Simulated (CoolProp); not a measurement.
Vapour-liquid equilibrium of fluoroethane (R161) (1) + R1234yf (2) at 6.31 kPa; x and y are mole fractions of (1).

Model: multi-fluid Helmholtz-energy mixture model, Wu 2012 and Lemmon 2022; pair parameters Bell 2016, in CoolProp.

Give the bubble temperature and the first vapour's composition at x = 0.05, 0.15, 0.95. Is there an azeotrope?

x = 0.05: -78.6 °C, y = 0.091; x = 0.15: -79.7 °C, y = 0.248; x = 0.95: -84.2 °C, y = 0.960. No azeotrope shows between x = 0.05 and 0.95.

The pair parameters rest on a limited set of measurements; away from them the model extrapolates.
